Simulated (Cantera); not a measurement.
Feed: 1 mol MgO, 0.067 mol SO₃, 0.1 mol O₂, 1.2 mol SO₂, at 1273 K and 0.990 bar.

These are equilibrium values from Cantera (NASA tables, ideal gas, pure condensed phases), not measurements of a reactor. Candidate condensed phases: Mg, MgO, MgS, MgSO₄, S; 14 gas species. Mutual solubility and eutectic melting of coexisting phases are not modelled. Kinetics and transport are ignored.

Base state: SO₂ 0.992, SO₃ 0.00605, O₂ 0.00173 (mole fractions); condensed: MgO(s) + MgSO₄(s).

Task: What changes in the equilibrium state with this change: 0.051 mol H₂ added?

Result: 
```csv
species,before,after
SO₂,0.992,0.946
H₂O,0,0.0457
SO₃,0.00605,0.00605
O₂,0.00173,0.00190
"MgO(s), mol",0.743,0.795
"MgSO₄(s), mol",0.257,0.205
```
Further candidate phases: H₂O, H₂SO₄, Mg(OH)₂.
